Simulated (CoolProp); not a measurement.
Vapour-liquid equilibrium of propylene (1) + propane (2) at -31.75 °C; x and y are mole fractions of (1).

Computed with CoolProp (multi-fluid Helmholtz-energy mixture model, Lemmon 2013 and Lemmon 2009; pair parameters Bell 2016).

```csv
x,bubble pressure (MPa),y at the bubble point,dew pressure at overall composition x (MPa),liquid density (mol/L)
0.05,0.1597,0.067,0.1589,12.95
0.125,0.1640,0.161,0.1623,13.02
0.2,0.1681,0.249,0.1658,13.10
0.275,0.1720,0.331,0.1693,13.17
0.35,0.1756,0.409,0.1728,13.25
0.425,0.1789,0.483,0.1763,13.33
0.5,0.1820,0.555,0.1796,13.42
0.575,0.1850,0.624,0.1829,13.50
0.65,0.1877,0.692,0.1860,13.59
0.725,0.1902,0.758,0.1890,13.68
0.8,0.1925,0.824,0.1917,13.77
0.875,0.1947,0.890,0.1942,13.86
0.95,0.1966,0.956,0.1964,13.96
```

No azeotrope shows between x = 0.05 and 0.95.

The pair parameters rest on a limited set of measurements; away from them the model extrapolates.
